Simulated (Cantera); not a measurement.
Cantera run:

```python
import numpy as np
import cantera as ct

gas_names = """
    N2 H2 NH3
""".split()
cond_names = """
    VN(s) V(cr) V(L)
""".split()


# ... load() reads the species with a 1 bar reference pressure and builds the phases ...
species = {s.name: s for s in load("nasa_gas.yaml", gas_names) + load("nasa_condensed.yaml", cond_names)}
# Each term lists the table entries of one substance; the one whose range holds T is used.
reactions = {
    '2 VN = N2(g) + 2 V':
        [(-2, ['VN(s)']), (1, ['N2']), (2, ['V(cr)', 'V(L)'])],
    '2 VN + 3 H2(g) = 2 V + 2 NH3(g)':
        [(-2, ['VN(s)']), (-3, ['H2']), (2, ['V(cr)', 'V(L)']), (2, ['NH3'])],
}


def pick(names, T):
    return next(species[n] for n in names if species[n].thermo.min_temp <= T <= species[n].thermo.max_temp)


results = []
for label, terms in reactions.items():
    print(label)
    print("     T/K   dH/kJ  dS/(J/K)   dG/kJ   log10 K")
    for T in [300, 725, 875, 1025, 1175, 1325, 1475, 1625, 1775, 1925]:
        used = [(nu, pick(names, T)) for nu, names in terms]
        dH = sum(nu * s.thermo.h(T) for nu, s in used) / 1e6
        dS = sum(nu * s.thermo.s(T) for nu, s in used) / 1e3
        dG = dH - T * dS / 1e3
        logK = -dG * 1e6 / (ct.gas_constant * T * np.log(10))
        results.append((label, T, dH, dS, dG, logK, [s.name for _, s in used]))
        print(f"{T:8g} {dH:8.1f} {dS:8.1f} {dG:8.1f} {logK:8.2f}")
```

It prints:

```
2 VN = N2(g) + 2 V
     T/K   dH/kJ  dS/(J/K)   dG/kJ   log10 K
     300    434.3    174.9    381.8   -66.48
     725    430.9    168.9    308.4   -22.22
     875    428.9    166.3    283.3   -16.91
    1025    426.7    164.1    258.5   -13.17
    1175    424.5    162.1    234.1   -10.40
    1325    422.4    160.4    209.9    -8.27
    1475    420.2    158.8    185.9    -6.58
    1625    418.2    157.5    162.2    -5.21
    1775    416.3    156.4    138.7    -4.08
    1925    414.5    155.5    115.3    -3.13
2 VN + 3 H2(g) = 2 V + 2 NH3(g)
     T/K   dH/kJ  dS/(J/K)   dG/kJ   log10 K
     300    342.3    -23.4    349.4   -60.83
     725    325.0    -60.1    368.5   -26.55
     875    320.2    -66.0    378.0   -22.57
    1025    316.2    -70.3    388.2   -19.78
    1175    312.8    -73.4    399.0   -17.74
    1325    309.9    -75.7    410.2   -16.17
    1475    307.5    -77.4    421.7   -14.93
    1625    305.5    -78.7    433.4   -13.93
    1775    304.0    -79.6    445.3   -13.10
    1925    302.9    -80.2    457.3   -12.41
```

Source: NASA polynomial tables (part measured, part estimated), evaluated in Cantera. VN: taken at fixed stoichiometry. Condensed species are held in their standard states even where they would react or evaporate.
